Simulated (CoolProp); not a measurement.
n-hexane at several states: density (kg/m³) from the reference equation and from simpler models built on Tc = 507.8 K, pc = 3.044 MPa, ω = 0.300; each cubic takes its own stable root.

Computed with CoolProp (reference Helmholtz-energy equation of state, Thol 2019).

```tsv
T (K)	p (MPa)	phase	reference
333.7	0.0144	gas	0.4505
229	0.0509	liquid	715.2
442.3	2.73	liquid	502.5
272.4	0.752	liquid	678.4
```

**Question.** How far does each simpler model (Redlich-Kwong, Soave-Redlich-Kwong) lie from the reference over these 4 states: mean and median of the absolute difference, and the worst?

**Answer.** 
- Redlich-Kwong: mean 10.8 %, median 12.9 %, worst -17.2 % at 442.3 K and 2.73 MPa
- Soave-Redlich-Kwong: mean 8.6 %, median 10.7 %, worst -12.8 % at 442.3 K and 2.73 MPa
